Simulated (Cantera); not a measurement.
Hydrogen reduction and annealing atmospheres: TiO2 + H2

Feed: 1 mol TiO2, 2500 mol H2, at 1477 °C and 0.110 bar.

Equilibrium computed with Cantera from the NASA thermochemical tables; the gas is ideal and each condensed phase is pure. Candidate condensed phases: H2O, Ti, TiO, TiO2, Ti2O3, Ti3O5, Ti4O7; 12 gas species. The numbers say what is thermodynamically allowed, not how fast it happens.

- x(H2): 0.999
- x(H): 0.000701
- x(H2O): 0.000200
- n(Ti2O3(s)): 0.500 mol
- gas amount: 2501 mol
- log10 activity of Ti3O5(s) (absent): -0.41
- log10 activity of Ti4O7(s) (absent): -1.26
- log10 activity of Ti(β) (absent): -3.41
